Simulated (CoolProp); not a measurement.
A simple Rankine cycle with isohexane: condensing at 315.15 K, boiler at 0.33 MPa, turbine inlet 525.9 K, turbine efficiency 0.7, pump efficiency 0.8, no recuperator. Each further row changes one setting.

The numbers come from the reference Helmholtz-energy equation of state, Lemmon 2006 in CoolProp. It is a short technical equation, of lower accuracy than the large ones.

```
case                             thermal efficiency (%)  net work (kJ/kg)  heat in (kJ/kg)  turbine exit temperature (K)  volume ratio over the turbine
-------------------------------  ----------------------  ----------------  ---------------  ----------------------------  -----------------------------
as stated                                           7.5              60.2              799                         500.8                           5.91
turbine inlet 545.9 K                               7.4              62.7              853                         520.7                           5.90
condensing temperature 307.15 K                     8.6              70.0              817                         496.8                           7.92
boiler pressure 0.231 MPa                           6.1              48.9              801                         505.9                           4.14
turbine efficiency 0.6                              6.4              51.5              799                         504.2                           5.95
```
